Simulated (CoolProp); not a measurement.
Vapour-liquid equilibrium of n-heptane (1) + m-xylene (2) at 131.35 °C; x and y are mole fractions of (1).

Values from CoolProp's multi-fluid Helmholtz-energy mixture model, Span 2003 and Zhou 2012; pair parameters Bell 2016.

| x | bubble pressure, mixture model (MPa) | bubble pressure, Raoult's law (MPa) | y, mixture model | y, Raoult's law |
|---|---|---|---|---|
| 0.05 | 0.09307 | 0.09008 | 0.158 | 0.135 |
| 0.2 | 0.1224 | 0.1143 | 0.446 | 0.426 |
| 0.35 | 0.1477 | 0.1386 | 0.613 | 0.615 |
| 0.5 | 0.1707 | 0.1628 | 0.731 | 0.748 |
| 0.65 | 0.1927 | 0.1870 | 0.824 | 0.847 |
| 0.8 | 0.2143 | 0.2113 | 0.904 | 0.922 |
| 0.95 | 0.2362 | 0.2355 | 0.977 | 0.983 |

The largest gap from Raoult's law is +7.1 % in bubble pressure, at x = 0.2. No azeotrope shows between x = 0.05 and 0.95.

The pair parameters rest on a limited set of measurements; away from them the model extrapolates.
